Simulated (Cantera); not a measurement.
A Cantera script and what it prints.

```python
import numpy as np
import cantera as ct

gas_names = [...]  # 92 gases of nasa_gas.yaml made of C, H, N
cond_names = """
    C(gr) C6H6(L) C7H8(L) C8H18(L),n-octa
""".split()


# ... load() reads the species with a 1 bar reference pressure and builds the phases ...
atoms = {
    'toluene': {'C': 7, 'H': 8},
    'NH3': {'N': 1, 'H': 3},
}
top_T = {'C(gr)': 4500}  # K; cautious upper limits of use, not melting points


# ... equilibrate(T, P, feed) seeds the gas with the atoms and calls Mixture.equilibrate('TP', solver="vcs", rtol=1e-11, max_steps=5000) ...
results = []
feed = {'toluene': 1, 'NH3': 0.81}  # mol
T = 1473.15  # K
P = 1000  # Pa
mix = equilibrate(T, P, feed)
results.append((T, P, feed, dict(zip(mix.species_names, mix.species_moles))))
print(gas.report(threshold=0.001))
for i in range(1, mix.n_phases):
    print(f"{mix.phase(i).name:16s} {mix.phase_moles(i):12.5e} mol")
```

Output:

```
       temperature   1473.2 K
          pressure   1000 Pa
           density   0.0003178 kg/m^3
  mean mol. weight   3.8926 kg/kmol
   phase of matter   gas

                          1 kg             1 kmol
                     ---------------   ---------------
          enthalpy        9.1635e+06         3.567e+07  J
   internal energy        6.0169e+06        2.3421e+07  J
           entropy             57373        2.2333e+05  J/K
    Gibbs function       -7.5356e+07       -2.9333e+08  J
 heat capacity c_p            8331.5             32431  J/K
 heat capacity c_v            6195.5             24117  J/K

                      mass frac. Y      mole frac. X     chem. pot. / RT
                     ---------------   ---------------   ---------------
                H2           0.48045           0.92767           -23.231
                N2           0.51779          0.071947           -33.194
     [  +90 minor]         0.0017651        0.00038232

C(gr)             6.99850e+00 mol
```

Cantera equilibrium calculation (NASA polynomials, part measured and part estimated; ideal gas, pure solids and liquids).
